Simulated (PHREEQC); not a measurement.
Consider water at 25 °C with 0.0015 mol CdSO4, 0.011 mol H3BO3 and 0.001 mol MnSO4 per kg of water. Closed to the air; pH follows from the charge balance.

Computed with PHREEQC (ion-association model, phreeqc.dat).

No solid was allowed to form.

Predict the pH, ionic strength.

pH 5.62; ionic strength 0.00809 mol/kgw.

In which forms is S present?

SO4-2 81 %, CdSO4 13 %, MnSO4 5.9 %, Cd(SO4)2-2 0.6 % of the S.

Complexes and solids missing from the database can't appear.
